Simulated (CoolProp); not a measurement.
R142b at 414.8 K and 6.43 MPa is compressed adiabatically to 23 MPa with isentropic efficiency 0.85. Each further row changes one setting.

The numbers come from the reference Helmholtz-energy equation of state, Lemmon 2006 in CoolProp. It is a short technical equation, of lower accuracy than the large ones.

```csv
case,work (kJ/kg),final temperature (K),final density (kg/m³)
as stated,23.7,[?],[?]
efficiency 1,[?],[?],[?]
efficiency 0.65,31.0,[?],[?]
```

Q: Complete the blanks.

A: 
- as stated, final temperature (K): 439.7
- as stated, final density (kg/m³): 876
- efficiency 1, work (kJ/kg): 20.2
- efficiency 1, final temperature (K): 437.3
- efficiency 1, final density (kg/m³): 882
- efficiency 0.65, final temperature (K): 444.7
- efficiency 0.65, final density (kg/m³): 865
